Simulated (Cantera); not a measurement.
Source: NASA polynomial tables (part measured, part estimated), evaluated in Cantera. Values are per mole of reaction as written; species without (g) are pure solids or liquids, kept so even where they would boil at 1 bar.

### Question
Between 473 and 1673 K, where is each reaction favourable under standard conditions?
- 6 NO(g) + 4 FeCl₂(g) → 3 N₂(g) + 8 Cl(g) + 2 Fe₂O₃

### Answer
- 6 NO(g) + 4 FeCl₂(g) → 3 N₂(g) + 8 Cl(g) + 2 Fe₂O₃: ΔG° is -482 kJ at 473 K and -176 kJ at 1673 K; it stays negative (K > 1). ΔH° is -510 kJ and ΔS° -200 J/K at 1673 K.
